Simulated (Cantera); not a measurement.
A closed system holds: 1 mol SiCl4, 0.62 mol NH3, 2.5 mol N2, at 1050 K and 0.100 bar.

Cantera equilibrium calculation (NASA polynomials, part measured and part estimated; ideal gas, pure solids and liquids). Candidate condensed phases: NH4Cl, Si, Si3N4; 28 gas species. The tables' values for SiCl3 are old estimates; treat these amounts as uncertain. Rates play no part.

Base state: N2 0.539, HCl 0.248, SiCl4 0.144, H2 0.0678, SiHCl3 0.000408, SiCl3 0.000159 (mole fractions); condensed: Si3N4(s).

Problem. What changes in the equilibrium state with this change: NH3 from 0.62 to 0.12 mol?

Solution. 
| species | before | after |
|---|---|---|
| N2 | 0.539 | 0.666 |
| SiCl4 | 0.144 | 0.244 |
| HCl | 0.248 | 0.0842 |
| H2 | 0.0678 | 0.00559 |
| SiHCl3 | 0.000408 | 0.000168 |
| SiCl3 | 0.000159 | 0.000228 |
| Si3N4(s), mol | 0.0999 | 0.0263 |
